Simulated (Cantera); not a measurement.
Feed: 1 mol Si, 1.7 mol Cl₂, 2.7 mol H₂, at 500 K and 0.133 bar.

Cantera equilibrium calculation (NASA polynomials, part measured and part estimated; ideal gas, pure solids and liquids). Candidate condensed phases: Si; 19 gas species. The numbers say what is thermodynamically allowed, not how fast it happens.

Base state: H₂ 0.741, SiCl₄ 0.196, SiHCl₃ 0.0632, SiH₂Cl₂ 0.000701 (mole fractions); condensed: Si(s).

What changes in the equilibrium state with this change: temperature from 500 K to 1100 K?


```tsv
species	before	after
H₂	0.741	0.713
SiCl₄	0.196	0.184
SiHCl₃	0.0632	0.0456
HCl	3.65e-6	0.0425
SiCl₂	<1e-9	0.00516
SiCl₃	8.64e-9	0.00827
SiH₃Cl	1.33e-6	1.06e-5
Si(s), mol	0.0936	0.128
```
The tables' values for SiCl₃ are old estimates; treat these amounts as uncertain.
